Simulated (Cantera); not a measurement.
A Cantera script and what it prints.

```python
import numpy as np
import cantera as ct

gas_names = """
    CL CL2 H HCL H2 N NH NH2 NH3 N2 N2H2 N2H4 Si SiCL SiCL2 SiCL3 SiCL4 SiH SiHCL3 SiH2 SiH2CL2 SiH3
    SiH3CL SiH4 SiN Si2 Si2N Si3
""".split()
cond_names = """
    NH4CL(a) NH4CL(b) Si(cr) Si(L) Si3N4(a)
""".split()


# ... load() reads the species with a 1 bar reference pressure and builds the phases ...
atoms = {
    'Si2Cl6': {'Si': 2, 'CL': 6},
    'NH3': {'N': 1, 'H': 3},
    'N2': {'N': 2},
}
top_T = {'Si3N4(a)': 2400}  # K; cautious upper limits of use, not melting points


# ... equilibrate(T, P, feed) seeds the gas with the atoms and calls Mixture.equilibrate('TP', solver="vcs", rtol=1e-11, max_steps=5000) ...
results = []
feed = {'Si2Cl6': 1, 'NH3': 0.96, 'N2': 3.2}  # mol
T = 825  # K
P = 6200  # Pa
mix = equilibrate(T, P, feed)
results.append((T, P, feed, dict(zip(mix.species_names, mix.species_moles))))
x = sorted(zip(gas.X, gas.species_names), reverse=True)
print(f"T = {T:g} K  P = {P:g} Pa  gas = {mix.phase_moles(0):.4g} mol")
print("   x: " + "  ".join(f"{s} {v:.3e}" for v, s in x if v > 0.0001))
print("   condensed (mol): " + ("  ".join(f"{mix.phase(i).name} {mix.phase_moles(i):.4g}"
      for i in range(1, mix.n_phases) if mix.phase_moles(i) > 1e-12) or "none"))
```

Result:

```
T = 825 K  P = 6200 Pa  gas = 6.419 mol
   x: N2 4.802e-01  HCL 2.473e-01  SiCL4 1.718e-01  H2 1.006e-01
   condensed (mol): Si3N4(a) 0.2989
```

Equilibrium computed with Cantera from the NASA thermochemical tables; the gas is ideal and each condensed phase is pure. The feed counts by its element totals alone.
